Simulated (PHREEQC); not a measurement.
**Alkaline etch or developer: an equilibrium model**

A solution holds 80 mmol/kgw TMAH and 0.015 mmol/kgw Na2SiO3, at 20 °C. Closed to the air; pH follows from the charge balance.

Computed with PHREEQC (ion-association model, wateq4f.dat).

```json
{
 "pH": "12.96",
 "ionic_strength": "0.0800 mol/kgw",
 "total_alkalinity": "80.0 meq/kg"
}
```

```tsv
species	molality	activity	log γ
OH-	0.0800	0.0624	-0.108
(CH3)4N+	0.0800	0.0629	-0.104
Na+	3.00e-5	2.39e-5	-0.098
H3SiO4-	8.11e-6	6.38e-6	-0.104
H2SiO4-2	6.88e-6	2.86e-6	-0.381
H4SiO4	5.52e-9	5.62e-9	0.008
```

Precipitation was switched off in this run. (CH3)4N+ isn't in the database: it is added as a free cation with an ion size of 4 Å.
